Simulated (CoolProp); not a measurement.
Vapour-liquid equilibrium of benzene (1) + p-xylene (2) at 469.5 K; x and y are mole fractions of (1).

The numbers come from the multi-fluid Helmholtz-energy mixture model, Thol 2012 and Zhou 2012; pair parameters Bell 2016 in CoolProp.

```csv
x,bubble pressure (kPa),y at the bubble point,dew pressure at overall composition x (kPa),liquid density (mol/L)
0.05,___,0.130,399.4,6.592
0.15,510.9,0.335,432.7,6.762
0.25,599.9,___,471.8,6.937
0.35,___,0.605,518.6,7.120
0.45,787.0,0.699,575.3,7.309
0.55,884.4,0.775,645.6,7.506
0.65,984.1,___,734.6,7.710
0.75,___,___,850.5,7.923
0.85,1191,0.939,1006,___
0.95,1300,0.981,1219,8.375
```

Complete the blanks.


- 0.05, bubble pressure (kPa): 425.6
- 0.25, y at the bubble point: 0.488
- 0.35, bubble pressure (kPa): 692.1
- 0.65, y at the bubble point: 0.838
- 0.75, bubble pressure (kPa): 1086
- 0.75, y at the bubble point: 0.892
- 0.85, liquid density (mol/L): 8.144

No azeotrope shows between x = 0.05 and 0.95.

The pair parameters rest on a limited set of measurements; away from them the model extrapolates.
